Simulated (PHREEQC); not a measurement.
Solution A (0.0091 mol/kgw CuCl2, 0.013 mol/kgw HNO3 and 3.5e-05 mol/kgw H3BO3) is mixed with solution B (0.0048 mol/kgw NiSO4) at 25 °C; shares are by mass of water, 1 kg in all. O2 is buffered at 0.21 atm. The system is closed to CO2. The run lets Cu(OH)2, Brochantite, Antlerite, Atacamite, Cu2(OH)3NO3, Ni(OH)2, Ni4(OH)6SO4, Chalcanthite, Morenosite precipitate or redissolve, and no other solid.

All values are PHREEQC results (ion-association model, wateq4f.dat), not measurements.

```
share of solution B    pH  Cu+2 (mol/kgw)  SO4-2 (mol/kgw)
-------------------  ----  --------------  ---------------
0                    1.95         0.00888                0
0.1                  2.00         0.00791         0.000238
0.2                  2.05         0.00695         0.000493
0.3                     …         0.00600                …
0.4                  2.19         0.00506          0.00107
0.5                     …         0.00413          0.00140
0.6                  2.38         0.00323                …
0.7                  2.51         0.00236                …
0.8                  2.70               …          0.00264
0.9                  3.01        0.000733          0.00316
1                    6.28               0          0.00376
```

### Question
What belongs in the gaps?

### Answer

- 0.3, pH: 2.12
- 0.3, SO4-2 (mol/kgw): 0.000770
- 0.5, pH: 2.28
- 0.6, SO4-2 (mol/kgw): 0.00177
- 0.7, SO4-2 (mol/kgw): 0.00218
- 0.8, Cu+2 (mol/kgw): 0.00152
